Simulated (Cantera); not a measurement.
**BaF2 + H2 + N2 (halide evaporation, hydrolysis and transport)**

A closed system holds: 1 mol BaF2, 0.26 mol H2, 17 mol N2, equilibrated at 170 Pa.

These are equilibrium values from Cantera (NASA tables, ideal gas, pure condensed phases), not measurements of a reactor. Candidate condensed phases: Ba, BaF2; 24 gas species. Rates play no part.

| T (°C) | log p N2 | log p BaF2 | log p H2 | log p HF | log p BaF | n BaF2(s) |
|---|---|---|---|---|---|---|
| 702 | -2.78 | -11.54 | -4.59 | -11.18 | -11.20 | 1.00 |
| 852 | -2.78 | -8.79 | -4.59 | -9.08 | -9.09 | 1.000 |
| 1002 | -2.78 | -6.74 | -4.59 | -7.50 | -7.50 | 0.998 |
| 1152 | -2.78 | -5.16 | -4.60 | -6.27 | -6.27 | 0.924 |
| 1302 | -2.80 | -4.05 | -4.66 | -5.38 | -5.38 | 0 |
| 1452 | -2.80 | -4.07 | -4.70 | -5.11 | -5.11 | 0 |
| 1602 | -2.80 | -4.10 | -4.79 | -4.89 | -4.90 | 0 |
| 1752 | -2.80 | -4.13 | -4.94 | -4.74 | -4.75 | 0 |
| 1902 | -2.81 | -4.16 | -5.20 | -4.64 | -4.65 | 0 |
log p: log10 of the partial pressure in bar; n: condensed amount in mol.

From 702 °C to 1152 °C the condensed part is BaF2(s). From 1302 °C to 1902 °C nothing is condensed.
